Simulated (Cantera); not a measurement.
Input (Python, Cantera) and output of one run.

```python
import numpy as np
import cantera as ct

gas_names = """
    Electron H H+ H- HI H2 H2+ H2- I I2 N N+ N- NH NH+ NH2 NH3 NH4+ N2 N2+ N2- N2H2 N2H4
""".split()
cond_names = """
    I2(cr) I2(L)
""".split()


# ... load() reads the species with a 1 bar reference pressure and builds the phases ...
atoms = {
    'HI': {'H': 1, 'I': 1},
    'H2': {'H': 2},
    'N2': {'N': 2},
}
top_T = {}  # K; cautious upper limits of use, not melting points


# ... equilibrate(T, P, feed) seeds the gas with the atoms and calls Mixture.equilibrate('TP', solver="vcs", rtol=1e-11, max_steps=5000) ...
results = []
feed = {'HI': 1, 'H2': 0.075, 'N2': 9.6}  # mol
P = 1000  # Pa
for T in [2500, 2750, 3000, 3250, 3500, 3750, 4000, 4250, 4500, 4750, 5000]:
    mix = equilibrate(T, P, feed)
    results.append((T, P, feed, dict(zip(mix.species_names, mix.species_moles))))

top = {s: max(r[3][s] / sum(r[3][g] for g in gas_names) for r in results) for s in gas_names}
cols = sorted((s for s in top if top[s] > 1e-05), key=lambda s: -top[s])[:6]
seen = [c for c in cond_names if any(r[3].get(c, 0) > 1e-12 for r in results)]
print("log10 of partial pressures in bar; condensed amounts in mol")
print(f"{'T/K':>10s}" + "".join(f"{s[:9]:>10s}" for s in cols + seen))
for T, P, feed, n in results:
    ng = sum(n[g] for g in gas_names)
    print(f"{T:10.4g}" + "".join(f"{np.log10(max(n[s] / ng * P / 1e5, 1e-99)):10.3f}" for s in cols)
          + "".join(f"{n.get(c, 0):10.4g}" for c in seen))
```

Result:

```
log10 of partial pressures in bar; condensed amounts in mol
       T/K        N2         N         H         I        H2        HI
      2500    -2.075    -7.572    -3.370    -3.059    -3.540    -5.499
      2750    -2.083    -6.661    -3.125    -3.066    -3.921    -5.861
      3000    -2.086    -5.899    -3.039    -3.069    -4.474    -6.280
      3250    -2.088    -5.253    -3.017    -3.070    -5.047    -6.685
      3500    -2.089    -4.699    -3.012    -3.070    -5.567    -7.048
      3750    -2.091    -4.218    -3.011    -3.071    -6.025    -7.367
      4000    -2.095    -3.799    -3.013    -3.073    -6.431    -7.651
      4250    -2.106    -3.431    -3.018    -3.078    -6.796    -7.909
      4500    -2.127    -3.109    -3.027    -3.087    -7.131    -8.148
      4750    -2.166    -2.831    -3.043    -3.103    -7.447    -8.379
      5000    -2.232    -2.595    -3.068    -3.129    -7.753    -8.610
```

Cantera equilibrium calculation (NASA polynomials, part measured and part estimated; ideal gas, pure solids and liquids).
